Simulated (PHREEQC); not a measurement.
NH3 is added in steps, without added water, to 1 kg of water holding 0.0035 mol HF, 0.032 mol NaF and 0.00015 mol H3PO4, at 88 °C. O2 is buffered at 0.21 atm. CO2 is held at log p = -3.4 (atm). The run lets Nahcolite, Natron precipitate or redissolve, and no other solid.

Base run: PHREEQC, ion-association model, wateq4f.dat. Each further column changes one thing. The table gives pH.

| NH3 added (mol) | base | NaF from 0.032 to 0.0032 mol/kgw | temperature from 88 to 55 °C | temperature from 88 to 15 °C | no solid may form |
|---|---|---|---|---|---|
| 0 | 4.62 | 3.67 | … | 4.02 | 4.62 |
| 0.00065 | 4.72 | 3.82 | … | 4.11 | 4.72 |
| 0.0013 | 4.83 | 3.99 | 4.55 | 4.23 | 4.83 |
| 0.00195 | 4.98 | 4.18 | 4.70 | 4.38 | 4.98 |
| 0.0026 | 5.20 | 4.44 | … | 4.59 | 5.20 |
| 0.00325 | 5.59 | 4.89 | 5.33 | 5.02 | 5.59 |
| 0.0039 | 6.55 | … | 7.02 | 7.24 | 6.55 |
| 0.00455 | 7.07 | 7.03 | … | 7.91 | 7.07 |
| 0.0052 | 7.31 | 7.27 | 7.89 | 8.17 | 7.31 |
| 0.00585 | 7.46 | 7.43 | 8.04 | 8.32 | 7.46 |
| 0.0065 | 7.58 | 7.54 | 8.15 | 8.43 | 7.58 |
| 0.00715 | 7.67 | 7.63 | 8.23 | 8.52 | 7.67 |
| 0.0078 | 7.74 | 7.70 | … | … | 7.74 |

Question: What belongs in the gaps?

Answer: 
- 0, temperature from 88 to 55 °C: 4.34
- 0.00065, temperature from 88 to 55 °C: 4.43
- 0.0026, temperature from 88 to 55 °C: 4.91
- 0.0039, NaF from 0.032 to 0.0032 mol/kgw: 6.47
- 0.00455, temperature from 88 to 55 °C: 7.65
- 0.0078, temperature from 88 to 55 °C: 8.29
- 0.0078, temperature from 88 to 15 °C: 8.59

H3PO4, which wateq4f.dat lacks, is added to it with the constant of phreeqc.dat. Away from 25 °C the constants follow the database's enthalpies or fits; those with neither stay at their 25 °C values.
